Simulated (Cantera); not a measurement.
**Hydrogen reduction and annealing atmospheres: SiO2 + H2 + N2**

Input: 1 mol SiO2, 340 mol H2, 0.38 mol N2, held at 750 Torr.

Cantera equilibrium calculation (NASA polynomials, part measured and part estimated; ideal gas, pure solids and liquids). Candidate condensed phases: H2O, Si, SiO2, Si2N2O, Si3N4; 35 gas species. N2 is the only nitrogen source here; it is nearly inert below about 1500 K, so the nitride shown seldom forms there in practice. Rates play no part.

```csv
T (K),log p H2,log p N2,log p NH3,log p H2O,n SiO2(α-quartz),n Si2N2O(s),n SiO2(β-quartz)
600,0.00,-3.22,-2.99,-6.45,1.000,4.05e-5,0
625,0.00,-3.13,-3.13,-6.26,1.000,6.28e-5,0
650,0.00,-3.07,-3.27,-6.09,1.000,9.21e-5,0
675,0.00,-3.04,-3.40,-5.94,1.000,0.000130,0
700,0.00,-3.01,-3.54,-5.81,1.000,0.000176,0
725,0.00,-3.00,-3.66,-5.69,1.000,0.000233,0
750,0.00,-2.99,-3.79,-5.57,0.999,0.000302,0
775,0.00,-2.98,-3.90,-5.47,0.999,0.000383,0
800,0.00,-2.97,-4.01,-5.38,0.999,0.000477,0
825,0.00,-2.97,-4.12,-5.29,0.999,0.000584,0
850,0.00,-2.97,-4.21,-5.21,0,0.000706,0.999
875,0.00,-2.96,-4.31,-5.13,0,0.000842,0.998
```
log p: log10 of the partial pressure in bar; n: condensed amount in mol.

From 600 K to 825 K the condensed part is SiO2(α-quartz) + Si2N2O(s). From 850 K to 875 K the condensed part is SiO2(β-quartz) + Si2N2O(s).
